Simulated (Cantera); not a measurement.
Source: NASA polynomial tables (part measured, part estimated), evaluated in Cantera. Values are per mole of reaction as written; species without (g) are pure solids or liquids, kept so even where they would boil at 1 bar.

3 NiS2 + 2 H2(g) ⇌ Ni3S4 + 2 H2S(g)

```csv
T (K),ΔH° (kJ),ΔS° (J/K),ΔG° (kJ),log10 K
375,49.5,113.2,7.0,-0.98
400,48.8,111.5,4.2,-0.55
425,…,…,…,…
450,47.6,108.7,-1.3,0.15
475,47.2,107.7,-4.0,0.44
500,…,…,…,…
525,46.4,106.2,-9.3,0.93
```

Q: Some entries are withheld; supply them.

A: 
- 425, ΔH° (kJ): 48.2
- 425, ΔS° (J/K): 109.9
- 425, ΔG° (kJ): 1.5
- 425, log10 K: -0.18
- 500, ΔH° (kJ): 46.8
- 500, ΔS° (J/K): 106.8
- 500, ΔG° (kJ): -6.6
- 500, log10 K: 0.69
